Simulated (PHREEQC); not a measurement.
Alkaline etch or developer: an equilibrium model

Dissolve 0.0061 mol TMAH, 0.0022 mol Na2SiO3 and 0.29 mol K2CO3 per kg of water at 25 °C. Closed to the air; pH follows from the charge balance.

Equilibrium calculation in PHREEQC: ion-association model, wateq4f.dat.

This is a speciation only: nothing precipitates in the calculation.

Task: Predict the pH.

Result: pH 11.81.

Task: In which forms is Na present?

Result: NaCO3- 52 %, Na+ 48 % of the Na.

Caution: at this ionic strength the ion-association model is outside its range; a Pitzer model would be the better tool where its parameters exist. Complexes and solids missing from the database can't appear. (CH3)4N+ isn't in the database: it is added as a free cation with an ion size of 4 Å.
